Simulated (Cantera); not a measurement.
# Thermodynamics of silicon epitaxy and polysilicon growth, feed SiHCl3 + Cl2 + H2

Charge: 1 mol SiHCl3, 0.048 mol Cl2, 67 mol H2, equilibrated at 1 atm.

These are equilibrium values from Cantera (NASA tables, ideal gas, pure condensed phases), not measurements of a reactor. Candidate condensed phases: Si; 19 gas species. The tables' values for SiCl3 are old estimates; treat these amounts as uncertain. Gases not in the tables: Si2H6 and higher silanes. Kinetics and transport are ignored.

From 1423 K to 1673 K the condensed part is Si(s). From 1723 K to 1773 K the condensed part is Si(l). The main Si-bearing gas is SiCl2 throughout. The share of Si in condensed phases is highest at 1773 K (69.1 %) and lowest at 1423 K (65.1 %).

```
T (K)   x H2   x HCl  x SiCl2  x SiHCl3   x SiCl3  n Si(s)  n Si(l)
-----  -----  ------  -------  --------  --------  -------  -------
1423   0.962  0.0331  0.00344  0.000626  0.000491    0.651        0
1473   0.961  0.0341  0.00380  0.000373  0.000395    0.663        0
1523   0.961  0.0346  0.00407  0.000222  0.000312    0.668        0
1573   0.960  0.0348  0.00428  0.000134  0.000244    0.669        0
1623   0.960  0.0349  0.00444   8.21e-5  0.000192    0.667        0
1673   0.960  0.0349  0.00458   5.16e-5  0.000152    0.664        0
1723   0.960  0.0353  0.00449   3.21e-5  0.000117        0    0.675
1773   0.959  0.0358  0.00430   2.02e-5   9.01e-5        0    0.691
```
x: gas mole fraction; n: condensed amount in mol.
